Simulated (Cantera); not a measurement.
A Cantera script and what it prints.

```python
import numpy as np
import cantera as ct

gas_names = """
    C CN C2 CCN CNC C2N2 C3 C4 C4N2 C5 N N2 Si SiC SiC2 SiN Si2 Si2C Si2N Si3
""".split()
cond_names = """
    C(gr) Si(cr) Si(L) SiC(b) Si3N4(a)
""".split()


# ... load() reads the species with a 1 bar reference pressure and builds the phases ...
atoms = {
    'SiC': {'Si': 1, 'C': 1},
    'Si': {'Si': 1},
    'N2': {'N': 2},
    'C': {'C': 1},
}
top_T = {'C(gr)': 4500, 'SiC(b)': 3050, 'Si3N4(a)': 2400}  # K; cautious upper limits of use, not melting points


# ... equilibrate(T, P, feed) seeds the gas with the atoms and calls Mixture.equilibrate('TP', solver="vcs", rtol=1e-11, max_steps=5000) ...
results = []
feed = {'SiC': 1, 'Si': 0.35, 'N2': 0.012, 'C': 0.93}  # mol
P = 1.9  # Pa
for T in [1748, 1848, 1948, 2048, 2148, 2248, 2348, 2448, 2548, 2648, 2748, 2848]:
    mix = equilibrate(T, P, feed)
    results.append((T, P, feed, dict(zip(mix.species_names, mix.species_moles))))

top = {s: max(r[3][s] / sum(r[3][g] for g in gas_names) for r in results) for s in gas_names}
cols = sorted((s for s in top if top[s] > 0.0001), key=lambda s: -top[s])[:6]
seen = [c for c in cond_names if any(r[3].get(c, 0) > 1e-12 for r in results)]
print("log10 of partial pressures in bar; condensed amounts in mol")
print(f"{'T/K':>10s}" + "".join(f"{s[:9]:>10s}" for s in cols + seen))
for T, P, feed, n in results:
    ng = sum(n[g] for g in gas_names)
    print(f"{T:10.4g}" + "".join(f"{np.log10(max(n[s] / ng * P / 1e5, 1e-99)):10.3f}" for s in cols)
          + "".join(f"{n.get(c, 0):10.4g}" for c in seen))
```

It prints:

```
log10 of partial pressures in bar; condensed amounts in mol
       T/K        N2        Si         C      SiC2        C3        C2     C(gr)    SiC(b)
      1748    -4.722    -7.562   -13.217    -9.534   -13.652   -14.739      0.58      1.35
      1848    -4.726    -6.728   -12.057    -8.446   -12.321   -13.402    0.5801      1.35
      1948    -4.747    -5.981   -11.016    -7.472   -11.129   -12.205    0.5807     1.349
      2048    -4.865    -5.307   -10.078    -6.596   -10.056   -11.126    0.5843     1.345
      2148    -6.764    -4.775    -9.228    -5.880    -9.086   -10.148       1.7         0
      2248    -6.777    -4.779    -8.453    -5.719    -8.204    -9.259     1.639         0
      2348    -6.791    -4.795    -7.745    -5.584    -7.399    -8.447     1.538         0
      2448    -6.819    -4.821    -7.096    -5.474    -6.663    -7.702     1.379         0
      2548    -6.896    -4.874    -6.498    -5.401    -5.986    -7.017     1.025         0
      2648    -7.102    -4.988    -5.973    -5.456    -5.446    -6.441         0         0
      2748    -7.213    -4.974    -5.655    -5.726    -5.452    -6.244         0         0
      2848    -7.329    -4.987    -5.390    -6.062    -5.547    -6.121         0         0
```

These are equilibrium values from Cantera (NASA tables, ideal gas, pure condensed phases), not measurements of a reactor. The tables' values for SiN are old estimates; treat these amounts as uncertain.
